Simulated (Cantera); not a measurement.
A closed system holds: 1 mol SrCl2, 0.066 mol HCl, a varied amount of N2, held at 13.3 mbar.

Cantera equilibrium calculation (NASA polynomials, part measured and part estimated; ideal gas, pure solids and liquids). Candidate condensed phases: NH4Cl, Sr, SrCl2; 15 gas species. Kinetics and transport are ignored.

Stable condensed phases, one row left out:

```
T in K \ n(N2) in mol
         2.8   4 5.8 8.3  12  17  24  35  50  72 100 150
   1998    A   A   A   A   A   A   A   A   A   A   A   A
   1948    A   A   A   A   A   A   A   A   A   A   A   A
   1898    A   A   A   A   A   A   A   A   A   A   A   A
   1848    A   A   A   A   A   A   A   A   A   A   A   A
   1798    A   A   A   A   A   A   A   A   A   A   A   A
   1748    A   A   A   A   A   A   A   A   A   A   A   A
   1698    A   A   A   A   A   A   A   A   A   A   A   A
   1598    B   B   B   A   A   A   A   A   A   A   A   A
   1548    B   B   B   B   B   A   A   A   A   A   A   A
   1498    B   B   B   B   B   B   B   A   A   A   A   A
```

A: gas only; B: SrCl2.

**Question.** Give the row for 1648 K.

**Answer.** 2.8: SrCl2; 4: gas only; 5.8: gas only; 8.3: gas only; 12: gas only; 17: gas only; 24: gas only; 35: gas only; 50: gas only; 72: gas only; 100: gas only; 150: gas only.
